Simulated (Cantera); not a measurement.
Input: 1 mol Cu₂O, 1.1 mol CH₄, 0.062 mol CO, equilibrated at 2248.15 K and 128 Torr.

These are equilibrium values from Cantera (NASA tables, ideal gas, pure condensed phases), not measurements of a reactor. Candidate condensed phases: C, C₆H₆, C₇H₈, C₈H₁₈, Cu, CuO, Cu(OH)₂, Cu₂O, H₂O; 113 gas species. Kinetics and transport are ignored.

Base state: H₂ 0.529, CO 0.259, Cu 0.195, H 0.0130, C₂H₂ (acetylene) 0.00175, Cu₂ 0.00169, CH₄ 1.13e-5 (mole fractions); condensed: C(graphite) + Cu(l).

Question: What changes in the equilibrium state with this change: pressure from 128 Torr to 6450 Torr?

Answer: 
```csv
species,before,after
H₂,0.529,0.667
CO,0.259,0.324
Cu,0.195,0.00386
H,0.0130,0.00205
CH₄,1.13e-5,0.000908
C₂H₄,3.10e-7,2.49e-5
H₂O,1.14e-6,9.09e-5
Cu₂,0.00169,3.35e-5
"C(graphite), mol",0.0855,0.0825
"Cu(l), mol",1.19,1.99
```
